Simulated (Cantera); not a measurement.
A closed system holds: 1 mol MgCO3, 0.052 mol H2, 0.046 mol H2O, at 1925 K and 75.0 Torr.

Equilibrium computed with Cantera from the NASA thermochemical tables; the gas is ideal and each condensed phase is pure. Candidate condensed phases: C, C6H6, C7H8, C8H18, H2O, Mg, MgCO3, MgO, Mg(OH)2; 116 gas species. Kinetics and transport are ignored.

Base state: CO2 0.860, H2O 0.0875, CO 0.0493, O2 0.00144, H2 0.00117, OH 0.000670, H 0.000103, O 4.42e-5 (mole fractions); condensed: MgO(s).

Task: What changes in the equilibrium state with this change: H2O from 0.046 to 0.54 mol?

Result: 
```json
[
 {"species": "CO2", "before": "0.860", "after": "0.595"},
 {"species": "H2O", "before": "0.0875", "after": "0.366"},
 {"species": "CO", "before": "0.0493", "after": "0.0320"},
 {"species": "H2", "before": "0.00117", "after": "0.00456"},
 {"species": "OH", "before": "0.000670", "after": "0.00141"},
 {"species": "H", "before": "0.000103", "after": "0.000204"},
 {"species": "O2", "before": "0.00144", "after": "0.00164"},
 {"species": "O", "before": "4.42e-5", "after": "4.72e-5"},
 {"species": "MgO(s), mol", "before": "1.000", "after": "1.000"}
]
```
